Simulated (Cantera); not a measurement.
A closed system holds: 1 mol HgO, 1.6 mol H₂, 28 mol N₂, equilibrated at 575 K and 101000 Pa.

These are equilibrium values from Cantera (NASA tables, ideal gas, pure condensed phases), not measurements of a reactor. Candidate condensed phases: H₂O, Hg, HgO; 25 gas species. The numbers say what is thermodynamically allowed, not how fast it happens.

**Question.** What is the equilibrium state?

**Answer.** 
```
Property                             Result
--------------------------------  ---------
x(N₂)                                 0.915
x(H₂O)                               0.0327
x(Hg)                                0.0327
x(H₂)                                0.0194
x(NH₃)                             0.000170
gas amount                        30.59 mol
log10 activity of Hg(l) (absent)      -1.01
```
